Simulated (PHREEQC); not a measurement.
A PHREEQC speciation (ion-association model, wateq4f.dat) at 25 °C gives pH 2.94 and these molalities:

| species | mol/kgw |
|---|---|
| Na+ | 0.120 |
| SO4-2 | 0.0915 |
| CuSO4 | 0.0460 |
| Cu+2 | 0.0390 |
| NaSO4- | 0.0135 |
| HSO4- | 0.00353 |
| H+ | 0.00146 |

### Question
What are the element totals, and what could have been dissolved in 1 kg of water to give them?

### Answer
Several could match; the one computed here: totals Cu(2) 0.0850, Na 0.134, S(6) 0.154 mol/kgw, from 0.0025 mol/kgw H2SO4, 0.085 mol/kgw CuSO4 and 0.067 mol/kgw Na2SO4.

No solid was allowed to form.
